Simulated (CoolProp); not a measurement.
Properties of R123 along the isobar 8.77 MPa (Tc = 456.8 K, pc = 3.662 MPa, ω = 0.282).

Model: reference Helmholtz-energy equation of state, Younglove 1994, in CoolProp. It is a modified Benedict-Webb-Rubin equation, recast in Helmholtz form.

```json
[
 {"T (K)": "374.1", "phase": "liquid", "Z": "0.3327", "conductivity (mW/(m K))": "62.6"},
 {"T (K)": "383.1", "phase": "liquid", "Z": "0.3313", "conductivity (mW/(m K))": "60.9"},
 {"T (K)": "392.1", "phase": "liquid", "Z": "0.3305", "conductivity (mW/(m K))": "59.2"},
 {"T (K)": "401.1", "phase": "liquid", "Z": "0.3302", "conductivity (mW/(m K))": "57.5"},
 {"T (K)": "410.1", "phase": "liquid", "Z": "0.3306", "conductivity (mW/(m K))": "55.9"},
 {"T (K)": "419.1", "phase": "liquid", "Z": "0.3318", "conductivity (mW/(m K))": "54.3"},
 {"T (K)": "428.1", "phase": "liquid", "Z": "0.3337", "conductivity (mW/(m K))": "52.6"},
 {"T (K)": "437.1", "phase": "liquid", "Z": "0.3366", "conductivity (mW/(m K))": "51.0"},
 {"T (K)": "446.1", "phase": "liquid", "Z": "0.3407", "conductivity (mW/(m K))": "49.4"},
 {"T (K)": "455", "phase": "liquid", "Z": "0.3460", "conductivity (mW/(m K))": "47.7"},
 {"T (K)": "464", "phase": "supercritical", "Z": "0.3532", "conductivity (mW/(m K))": "46.1"},
 {"T (K)": "473", "phase": "supercritical", "Z": "0.3626", "conductivity (mW/(m K))": "44.5"},
 {"T (K)": "482", "phase": "supercritical", "Z": "0.3747", "conductivity (mW/(m K))": "43.0"},
 {"T (K)": "491", "phase": "supercritical", "Z": "0.3903", "conductivity (mW/(m K))": "41.6"},
 {"T (K)": "500", "phase": "supercritical", "Z": "0.4102", "conductivity (mW/(m K))": "40.7"}
]
```

Thermal conductivity comes from a separate model (Laesecke 1996).
